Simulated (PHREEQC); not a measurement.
A solution holds 0.0044 mol H2SO4, 0.0032 mol CaCl2 and 0.023 mol KCl per kg of water, at 25 °C. Closed to the air; pH follows from the charge balance.

All values are PHREEQC results (ion-association model, wateq4f.dat), not measurements.

No solid was allowed to form.

### Question
Order these Ca species by the share of Ca that they hold, largest first: CaSO4, CaHSO4+, Ca+2.

### Answer
Ca+2 (88 %), CaSO4 (12 %), CaHSO4+ (0.55 %)

### Question
Order these S species by the share of S that they hold, largest first: SO4-2, CaSO4, KSO4-, HSO4-, CaHSO4+.

### Answer
SO4-2 (63 %), HSO4- (24 %), CaSO4 (8.4 %), KSO4- (4.8 %), CaHSO4+ (0.40 %)

The pH is 2.18 and the ionic strength 0.0418 mol/kgw.
